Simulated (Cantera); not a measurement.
Input: 1 mol Ta₂O₅, 7 mol CO, 3.3 mol H₂, held at 2275 K.

Method: chemical equilibrium by Gibbs-energy minimisation in Cantera with the NASA 1993 tables (ideal gas, pure condensed phases). Candidate condensed phases: C, C₆H₆, C₇H₈, C₈H₁₈, H₂O, Ta, TaC, Ta₂O₅; 113 gas species. Mutual solubility and eutectic melting of coexisting phases are not modelled. TaC: taken at fixed stoichiometry. Condensed phases not in the tables: Ta₂C, N, O or C dissolved in the metal. Rates play no part.

What share of the Ta ends up in condensed phases as a function of P (Pa), at 10, 52, 270, 1400, 7200, 37000, 190000, 1000000?


```json
[
 {"P (Pa)": "10", "Ta condensed (%)": "38.0", "as": "Ta₂O₅(l)"},
 {"P (Pa)": "52", "Ta condensed (%)": "81.7", "as": "Ta₂O₅(l)"},
 {"P (Pa)": "270", "Ta condensed (%)": "94.0", "as": "Ta₂O₅(l)"},
 {"P (Pa)": "1400", "Ta condensed (%)": "98.0", "as": "Ta₂O₅(l)"},
 {"P (Pa)": "7200", "Ta condensed (%)": "99.5", "as": "Ta(s) + Ta₂O₅(l)"},
 {"P (Pa)": "37000", "Ta condensed (%)": "99.9", "as": "TaC(s) + Ta₂O₅(l)"},
 {"P (Pa)": "190000", "Ta condensed (%)": "100.0", "as": "TaC(s) + Ta₂O₅(l)"},
 {"P (Pa)": "1000000", "Ta condensed (%)": "100.0", "as": "TaC(s) + Ta₂O₅(l)"}
]
```
